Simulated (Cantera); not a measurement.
**Fluorocarbon and chlorocarbon gases: c-C4F8 + Si**

Feed: 1 mol c-C4F8, 0.49 mol Si, held at 3.70e-5 bar.

Equilibrium computed with Cantera from the NASA thermochemical tables; the gas is ideal and each condensed phase is pure. Candidate condensed phases: C, Si, SiC; 23 gas species. The feed counts by its element totals alone. Gases not in the tables: C2F6 and larger saturated fluorocarbons. Equilibrium is a limit: real reactors are often held back by kinetics, nucleation or transport.

```csv
T (K),log p CF4,log p SiF4,log p CF2,log p F,log p CF3,log p CF,n C(graphite)
1250,-4.55,-5.04,-8.60,-9.05,-9.50,-14.01,2.49
1300,-4.55,-5.04,-8.15,-8.54,-9.14,-13.23,2.49
1350,-4.55,-5.04,-7.73,-8.07,-8.80,-12.50,2.49
1400,-4.55,-5.04,-7.34,-7.63,-8.48,-11.83,2.49
1450,-4.56,-5.04,-6.98,-7.22,-8.19,-11.21,2.49
1500,-4.56,-5.05,-6.65,-6.84,-7.92,-10.63,2.49
1550,-4.56,-5.05,-6.34,-6.49,-7.67,-10.08,2.48
```
log p: log10 of the partial pressure in bar; n: condensed amount in mol.

From 1250 K to 1550 K the condensed part is C(graphite). The main Si-bearing gas is SiF4 throughout.
